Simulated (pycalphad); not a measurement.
An equivalent pycalphad script:

```python
from pycalphad import Database, equilibrium, calculate, variables as v
import numpy as np
db = Database('COST507.tdb')
comps = ['AL', 'SI', 'FE', 'VA']
phases = ['AL13FE4', 'AL2FE', 'AL5FE2', 'AL5FE4', 'ALFESI_ALPHA', 'ALFESI_BETA', 'ALFESI_DELTA', 'ALFESI_GAMMA', 'ALFESI_TAU1', 'ALFESI_TAU3', 'BCC_B2', 'DIAMOND_A4', 'FCC_A1', 'FE2SI', 'FE5SI3', 'FESI', 'FESI2_H', 'FESI2_L', 'LIQUID']
eq = equilibrium(db, comps, phases, {v.X('SI'): 0.0326, v.X('FE'): 0.0495, v.T: np.arange(1850, 499, -75), v.P: 101325, v.N: 1}, output=['HM', 'SM'])
```

All values are pycalphad results on the COST 507 light-alloy database (1999) (1 atm), not direct measurements. The data set is of 1999 and partly superseded. Amounts are mole fractions of atoms.

Results at three of the temperatures:

```
T = 1400.00 K, P = 101325 Pa, N = 1 mol of atoms
G = -80319 J/mol, H = 40325 J/mol, S = 86.17 J/(mol K)  (SER reference)
chemical potentials (J/mol): Al -75468, Si -96300, Fe -159758
phase             fraction      x(Al)      x(Si)      x(Fe)
LIQUID              1.0000     0.9179     0.0326     0.0495
```

```
T = 1025.00 K, P = 101325 Pa, N = 1 mol of atoms
G = -49890 J/mol, H = 26174 J/mol, S = 74.21 J/(mol K)  (SER reference)
chemical potentials (J/mol): Al -45087, Si -52894, Fe -136976
phase             fraction      x(Al)      x(Si)      x(Fe)
LIQUID              0.8867     0.9385     0.0362     0.0254
AL13FE4             0.1133     0.7569     0.0048     0.2383
```

```
T = 800.00 K, P = 101325 Pa, N = 1 mol of atoms
G = -35378 J/mol, H = 7806 J/mol, S = 53.98 J/(mol K)  (SER reference)
chemical potentials (J/mol): Al -30193, Si -29459, Fe -135430
phase             fraction      x(Al)      x(Si)      x(Fe)
FCC_A1              0.7187     0.9970     0.0030   3.75e-05
ALFESI_ALPHA        0.1821     0.7243     0.0857     0.1900
ALFESI_BETA         0.0992     0.7000     0.1500     0.1500
```

Changes of the phase set, refined by bisection:

```csv
T (K),phases above,phases below
1134.4,liquid,AL13FE4 + liquid
910.4,AL13FE4 + liquid,AL13FE4 + ALFESI_ALPHA + liquid
904.9,AL13FE4 + ALFESI_ALPHA + liquid,ALFESI_ALPHA + fcc + liquid
892.6,ALFESI_ALPHA + fcc + liquid,ALFESI_ALPHA + ALFESI_BETA + fcc
```

Database names, with the compositions (at.%) that they take in these runs: AL13FE4: Al 76 Fe 24 Si 0; ALFESI_ALPHA: Al 71-73 Fe 19 Si 8-10; ALFESI_BETA: Al 70 Si 15 Fe 15. FCC_A1 is fcc.
